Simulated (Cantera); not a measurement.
A closed system holds: 1 mol Si2H6, 370 mol H2, held at 10.0 mbar.

Cantera equilibrium calculation (NASA polynomials, part measured and part estimated; ideal gas, pure solids and liquids). Candidate condensed phases: Si; 9 gas species. The feed counts by its element totals alone. Gases not in the tables: Si2H6 and higher silanes. Kinetics and transport are ignored.

x: gas mole fraction; n: condensed amount in mol.

```tsv
T (K)	x H2	x H	x Si	x SiH2	x SiH	x Si2	x Si3	n Si(s)	n Si(l)
1123	1.00	4.26e-7	6.44e-12	2.26e-9	1.63e-11	<1e-12	<1e-12	2.00	0
1173	1.000	1.18e-6	4.95e-11	6.81e-9	8.86e-11	<1e-12	<1e-12	2.00	0
1223	1.000	3.01e-6	3.22e-10	1.87e-8	4.18e-10	<1e-12	<1e-12	2.00	0
1273	1.000	7.13e-6	1.80e-9	4.76e-8	1.74e-9	<1e-12	<1e-12	2.00	0
1323	1.000	1.59e-5	8.87e-9	1.13e-7	6.51e-9	?	<1e-12	2.00	0
1373	1.000	3.33e-5	3.88e-8	2.51e-7	2.20e-8	?	2.50e-12	2.00	0
1423	1.000	6.64e-5	1.53e-7	5.26e-7	6.85e-8	?	1.68e-11	2.00	0
1473	1.000	0.000127	5.47e-7	1.05e-6	1.97e-7	?	9.86e-11	2.00	0
1523	1.000	0.000231	1.80e-6	2.00e-6	5.27e-7	?	5.14e-10	2.00	0
1573	1.000	0.000407	5.50e-6	3.67e-6	1.32e-6	?	2.41e-9	2.00	0
1623	0.999	0.000691	1.56e-5	6.46e-6	3.14e-6	?	1.02e-8	1.99	0
1673	0.999	0.00114	4.18e-5	1.10e-5	7.06e-6	?	3.97e-8	1.98	0
1723	0.998	0.00182	9.83e-5	1.69e-5	1.41e-5	?	1.16e-7	0	1.95
```

Q: Fill in the missing entries.

A: 
- 1323, x Si2: 2.69e-12
- 1373, x Si2: 1.84e-11
- 1423, x Si2: 1.09e-10
- 1473, x Si2: 5.75e-10
- 1523, x Si2: 2.71e-9
- 1573, x Si2: 1.15e-8
- 1623, x Si2: 4.49e-8
- 1673, x Si2: 1.61e-7
- 1723, x Si2: 4.66e-7
